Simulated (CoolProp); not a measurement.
Vapour-liquid equilibrium of acetone (1) + toluene (2) at 186.25 °C; x and y are mole fractions of (1).

The numbers come from the multi-fluid Helmholtz-energy mixture model, Lemmon 2006 and Lemmon 2006; pair parameters Bell 2016 in CoolProp.

```csv
x,bubble pressure (MPa),y at the bubble point,dew pressure at overall composition x (MPa),liquid density (mol/L)
0.05,0.6854,0.168,0.6104,___
0.15,0.8715,0.380,0.6728,7.773
0.25,1.040,0.513,0.7481,7.941
0.35,1.197,0.609,___,8.115
0.45,1.347,0.686,0.9542,___
0.55,1.495,0.751,1.096,8.486
0.65,1.644,0.810,1.274,8.684
0.75,___,0.866,1.492,___
0.85,1.953,0.920,1.751,9.108
0.95,2.117,0.973,2.045,9.337
```

**Question.** What belongs in the gaps?

**Answer.** 
- 0.05, liquid density (mol/L): 7.612
- 0.35, dew pressure at overall composition x (MPa): 0.8402
- 0.45, liquid density (mol/L): 8.297
- 0.75, bubble pressure (MPa): 1.796
- 0.75, liquid density (mol/L): 8.891

No azeotrope shows between x = 0.05 and 0.95.

Pair parameters are fitted to limited data, so mixtures are less certain than the pure fluids.
